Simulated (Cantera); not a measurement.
Stirred combustor or abatement burner

A perfectly stirred reactor is fed with CH₄ : O₂ : N₂ = 1 : 1.43 : 4 (molar parts), equivalence ratio 1.4, at 4.93 atm; it is adiabatic with a 648 K inlet, and is followed from long to short residence time, starting on the burning branch (τ in s: 0.19, 0.09, 0.042, 0.02, 0.0094, 0.0044, 0.0021, 0.00098, 0.00046, 0.00022, 0.0001, 4.8e-05, 2.3e-05).

Cantera simulation using GRI-Mech 3.0 (53 species, 325 reactions); the numbers are that mechanism's predictions, not measurements.

```json
[
 {"τ (s)": "0.19", "T (K)": "2467", "x CH₄": "2.29e-6", "x O₂": "5.60e-5", "x CO₂": "0.0484", "x HO₂": "5.88e-8", "x C₂H₂": "2.48e-9", "x CH₂": "5.64e-8"},
 {"τ (s)": "0.090", "T (K)": "2466", "x CH₄": "4.72e-6", "x O₂": "6.13e-5", "x CO₂": "0.0484", "x HO₂": "6.19e-8", "x C₂H₂": "8.45e-9", "x CH₂": "1.18e-7"},
 {"τ (s)": "0.042", "T (K)": "2465", "x CH₄": "9.65e-6", "x O₂": "7.23e-5", "x CO₂": "0.0484", "x HO₂": "6.84e-8", "x C₂H₂": "3.12e-8", "x CH₂": "2.48e-7"},
 {"τ (s)": "0.020", "T (K)": "2464", "x CH₄": "1.87e-5", "x O₂": "9.35e-5", "x CO₂": "0.0484", "x HO₂": "8.11e-8", "x C₂H₂": "1.10e-7", "x CH₂": "5.06e-7"},
 {"τ (s)": "0.0094", "T (K)": "2461", "x CH₄": "3.48e-5", "x O₂": "0.000135", "x CO₂": "0.0484", "x HO₂": "1.06e-7", "x C₂H₂": "3.69e-7", "x CH₂": "1.02e-6"},
 {"τ (s)": "0.0044", "T (K)": "2457", "x CH₄": "6.17e-5", "x O₂": "0.000212", "x CO₂": "0.0483", "x HO₂": "1.54e-7", "x C₂H₂": "1.13e-6", "x CH₂": "2.03e-6"},
 {"τ (s)": "0.0021", "T (K)": "2451", "x CH₄": "0.000103", "x O₂": "0.000346", "x CO₂": "0.0482", "x HO₂": "2.41e-7", "x C₂H₂": "3.05e-6", "x CH₂": "3.85e-6"},
 {"τ (s)": "0.00098", "T (K)": "2443", "x CH₄": "0.000169", "x O₂": "0.000591", "x CO₂": "0.0480", "x HO₂": "4.08e-7", "x C₂H₂": "7.91e-6", "x CH₂": "7.25e-6"},
 {"τ (s)": "0.00046", "T (K)": "2432", "x CH₄": "0.000279", "x O₂": "0.00103", "x CO₂": "0.0477", "x HO₂": "7.18e-7", "x C₂H₂": "1.97e-5", "x CH₂": "1.33e-5"},
 {"τ (s)": "0.00022", "T (K)": "2418", "x CH₄": "0.000470", "x O₂": "0.00181", "x CO₂": "0.0471", "x HO₂": "1.30e-6", "x C₂H₂": "4.87e-5", "x CH₂": "2.39e-5"},
 {"τ (s)": "0.00010", "T (K)": "2395", "x CH₄": "0.000880", "x O₂": "0.00345", "x CO₂": "0.0458", "x HO₂": "2.60e-6", "x C₂H₂": "0.000135", "x CH₂": "4.40e-5"},
 {"τ (s)": "4.8e-5", "T (K)": "2360", "x CH₄": "0.00177", "x O₂": "0.00681", "x CO₂": "0.0433", "x HO₂": "5.61e-6", "x C₂H₂": "0.000370", "x CH₂": "7.60e-5"},
 {"τ (s)": "2.3e-5", "T (K)": "2261", "x CH₄": "0.00509", "x O₂": "0.0174", "x CO₂": "0.0365", "x HO₂": "1.80e-5", "x C₂H₂": "0.00123", "x CH₂": "0.000116"}
]
```
x: mole fraction; the columns are a selection and need not sum to one.
